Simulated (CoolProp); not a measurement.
A single-stage vapour-compression cycle with carbonyl sulfide: evaporating at 227.15 K (dew point), condensing at 250.15 K (bubble point), superheat 8 K, subcooling 2 K, compressor efficiency 0.65, no pressure losses. Each further row changes one setting.

The numbers come from the reference Helmholtz-energy equation of state, Lemmon 2006 in CoolProp. It is a short technical equation, of lower accuracy than the large ones.

| case | cooling COP | pressure ratio | discharge temperature (K) | refrigerating effect (kJ/kg) | volumetric capacity (kJ/m³) |
|---|---|---|---|---|---|
| as stated | 5.81 | 2.51 | 310.4 | 286 | 1110 |
| evaporating temperature 232.15 K | 7.74 | 2.02 | 297.6 | 289 | 1370 |
| condensing temperature 245.15 K | 7.56 | 2.09 | 294.8 | 292 | 1130 |
| subcooling 7 K | 5.94 | 2.51 | 310.4 | 292 | 1130 |
| superheat 18 K | 5.69 | 2.51 | 322.5 | 293 | 1080 |
| compressor efficiency 0.55 | 4.92 | 2.51 | 322.6 | 286 | 1110 |
